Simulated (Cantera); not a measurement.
Input (Python, Cantera):

```python
import numpy as np
import cantera as ct

gas = ct.Solution("gri30.yaml")
gas.TPX = 550, 400000, {'CH4': 1, 'O2': 2.78, 'N2': 9.72}
flame = ct.FreeFlame(gas, width=0.015)
flame.set_refine_criteria(ratio=3, slope=0.08, curve=0.16)
flame.transport_model = "mixture-averaged"
flame.solve(loglevel=0, auto=True)
z, T = flame.grid, flame.T
thick = (T[-1] - T[0]) / np.gradient(T, z).max()
show = ['CH4', 'O2', 'C2H', 'N2O', 'CO2', 'O']
print(f"laminar burning velocity  {flame.velocity[0] * 100:.3f} cm/s")
print(f"burnt temperature         {T[-1]:.1f} K")
print(f"thermal thickness         {thick * 1e3:.4f} mm")
print(f"grid points               {len(z)}")
z0 = z[flame.heat_release_rate.argmax()]
print(f"{'z/mm':>9s}{'T/K':>9s}{'u/(m/s)':>9s}" + "".join(f"{s:>11s}" for s in show))
rows = []
for k in (-3, -2, -1.5, -1, -0.5, -0.25, 0, 0.25, 0.5, 1, 2, 4, 8):
    zz = z0 + k * thick
    rows.append([k * thick, np.interp(zz, z, T), np.interp(zz, z, flame.velocity),
                 *(np.interp(zz, z, flame.X[gas.species_index(s)]) for s in show)])
    print(f"{rows[-1][0] * 1e3:9.3f}{rows[-1][1]:9.1f}{rows[-1][2]:9.3f}" + "".join(f"{x:11.3e}" for x in rows[-1][3:]))
```

It prints:

```
laminar burning velocity  48.813 cm/s
burnt temperature         2122.3 K
thermal thickness         0.1469 mm
grid points               149
     z/mm      T/K  u/(m/s)        CH4         O2        C2H        N2O        CO2          O
   -0.441    550.8    0.489  7.397e-02  2.058e-01  5.247e-25  2.792e-11  2.154e-06  3.277e-14
   -0.294    556.1    0.494  7.354e-02  2.053e-01  2.221e-22  3.313e-10  2.512e-05  3.125e-12
   -0.220    573.6    0.510  7.232e-02  2.039e-01  2.647e-20  1.855e-09  1.386e-04  6.247e-11
   -0.147    663.2    0.592  6.674e-02  1.967e-01  2.763e-17  1.477e-08  1.081e-03  3.727e-09
   -0.073   1041.8    0.938  4.438e-02  1.629e-01  2.002e-12  1.145e-07  8.197e-03  2.540e-06
   -0.037   1400.5    1.266  2.317e-02  1.274e-01  6.690e-10  2.613e-07  1.843e-02  4.981e-05
    0.000   1748.1    1.582  4.443e-03  8.875e-02  3.437e-08  5.163e-07  3.444e-02  6.209e-04
    0.037   1899.0    1.712  1.839e-04  6.983e-02  9.857e-09  8.482e-07  4.973e-02  1.921e-03
    0.073   1964.5    1.763  5.125e-06  6.412e-02  2.571e-10  1.080e-06  5.885e-02  2.027e-03
    0.147   2035.8    1.818  5.772e-09  6.037e-02  1.598e-13  1.260e-06  6.657e-02  1.398e-03
    0.294   2089.4    1.861  2.083e-13  5.854e-02  7.663e-18  1.202e-06  7.070e-02  6.675e-04
    0.588   2115.3    1.881  2.779e-15  5.795e-02  1.840e-21  8.044e-07  7.244e-02  2.924e-04
    1.175   2122.0    1.886  6.852e-16  5.784e-02  6.976e-23  5.718e-07  7.289e-02  2.040e-04
```

Computed with Cantera and GRI-Mech 3.0 (53 species, 325 reactions). Burning velocities carry a grid error of a few per cent, more on coarse grids.
